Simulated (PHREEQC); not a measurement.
1 kg of water holding 46 mmol/kgw MgSO4 and 94 mmol/kgw K2SO4 is evaporated at 25 °C; the solids stay in contact with the brine. The system is closed to CO2. Solids allowed: Arcanite, Brucite, Epsomite, Hexahydrite, Kieserite, Leonite, Misenite, Schoenite. Others were left out.

Equilibrium calculation in PHREEQC: Pitzer model, pitzer.dat.

| water left (kg) | ionic strength | water activity | Arcanite (mol) | Schoenite (mol) | Mg in solution (mol/kgw) | S in solution (mol/kgw) |
|---|---|---|---|---|---|---|
| 1 | 0.466 | 0.995 | 0 | 0 | 0.0460 | 0.140 |
| 0.6755 | 0.690 | 0.993 | 0 | 0 | 0.0681 | (withheld) |
| 0.375 | 1.24 | (withheld) | 0 | 0 | (withheld) | 0.373 |
| 0.2082 | 2.24 | 0.980 | 0 | 0 | (withheld) | 0.672 |
| 0.1407 | (withheld) | (withheld) | 0 | 0 | 0.327 | 0.995 |
| 0.09502 | 3.99 | (withheld) | 0.0289 | 0 | 0.484 | 1.17 |
| 0.05275 | 5.62 | (withheld) | 0.0565 | 0 | 0.872 | 1.58 |
| 0.02897 | 8.11 | 0.946 | 0.0699 | 0.00304 | 1.48 | 2.21 |
| 0.01764 | 8.11 | 0.946 | 0.0613 | 0.0198 | 1.48 | 2.21 |
| 0.01 | 8.11 | 0.946 | 0.0556 | 0.0312 | 1.48 | 2.21 |
| 0.002923 | 8.11 | 0.946 | 0.0502 | 0.0417 | 1.48 | 2.21 |

### Question
Complete the blanks.

### Answer

- 0.6755, S in solution (mol/kgw): 0.207
- 0.375, water activity: 0.988
- 0.375, Mg in solution (mol/kgw): 0.123
- 0.2082, Mg in solution (mol/kgw): 0.221
- 0.1407, ionic strength: 3.31
- 0.1407, water activity: 0.972
- 0.09502, water activity: 0.969
- 0.05275, water activity: 0.961

Complexes and solids missing from the database can't appear.
